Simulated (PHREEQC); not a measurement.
A solution holds 0.019 mol/kgw HF, 0.00093 mol/kgw CsF and 0.18 mol/kgw H2SO4, at 5 °C. Closed to the air; pH follows from the charge balance.

Equilibrium calculation in PHREEQC: ion-association model, wateq4f.dat.

Question: The ionic strength comes out as 0.248 mol/kgw. What activity coefficients do F-, SO4-2, HF2-, HSO4-, H+ get?

Answer: F- 0.70, SO4-2 0.28, HF2- 0.70, HSO4- 0.72, H+ 0.79.

This is a speciation only: nothing precipitates in the calculation. Species that the database lacks are ignored. wateq4f.dat counts part of the HF as a dimer, H2F2, which phreeqc.dat doesn't know; its constant is uncertain. At this temperature some constants are extrapolated from 25 °C, and those without enthalpy data are left unchanged.
